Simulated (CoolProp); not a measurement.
The numbers come from the reference Helmholtz-energy equation of state, Rui 2013 in CoolProp.

### Question
For R236EA, give the phase and the cv (kJ/(kg K)), viscosity (µPa s), Prandtl number at 412 K and 3.23 MPa; 412 K and 5.08 MPa; 412 K and 6 MPa.

### Answer
- 412 K and 3.23 MPa: gas; cv 1.14, viscosity 21.7, Prandtl number 1.78
- 412 K and 5.08 MPa: liquid; cv 1.05, viscosity 90.4, Prandtl number 3.39
- 412 K and 6 MPa: liquid; cv 1.04, viscosity 99.1, Prandtl number 3.34

Viscosity comes from a separate model (Huber 2003), an estimate that may be off by 10 % or more. Thermal conductivity comes from a separate model (Huber 2003), an estimate that may be off by 10 % or more.
